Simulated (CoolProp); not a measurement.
A simple Rankine cycle with R1233zd(E): condensing at 313.15 K, boiler at 2.26 MPa, turbine inlet 449 K, turbine efficiency 0.8, pump efficiency 0.7, no recuperator. Each further row changes one setting.

Computed with CoolProp (reference Helmholtz-energy equation of state, Akasaka 2022).

```
case                             thermal efficiency (%)  net work (kJ/kg)  heat in (kJ/kg)  turbine exit temperature (K)  volume ratio over the turbine
-------------------------------  ----------------------  ----------------  ---------------  ----------------------------  -----------------------------
as stated                                          14.3              40.4              282                         379.3                           11.3
condensing temperature 305.15 K                    15.5              45.1              292                    (withheld)                           14.5
boiler pressure 1.58 MPa                     (withheld)        (withheld)              292                    (withheld)                           7.39
turbine efficiency 0.7                       (withheld)              35.1              282                    (withheld)                     (withheld)
```

Some entries are withheld; supply them.


- condensing temperature 305.15 K, turbine exit temperature (K): 373.4
- boiler pressure 1.58 MPa, thermal efficiency (%): 12.6
- boiler pressure 1.58 MPa, net work (kJ/kg): 36.9
- boiler pressure 1.58 MPa, turbine exit temperature (K): 393.8
- turbine efficiency 0.7, thermal efficiency (%): 12.4
- turbine efficiency 0.7, turbine exit temperature (K): 385.2
- turbine efficiency 0.7, volume ratio over the turbine: 11.4
